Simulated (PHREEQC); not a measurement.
A solution holds 0.0036 mol/kgw Ag2SO4 and 5.5e-05 mol/kgw Cu(NO3)2, at 25 °C. Closed to the air; pH follows from the charge balance.

Equilibrium calculation in PHREEQC: ion-association model, wateq4f.dat.

Precipitation was switched off in this run.

Task: Estimate the pH.

Result: pH 5.97.

Task: In which forms is Cu present?

Result: Cu+2 76 %, CuSO4 23 %, Cu(OH)2 0.9 %, CuOH+ 0.5 % of the Cu.

Complexes and solids missing from the database can't appear.
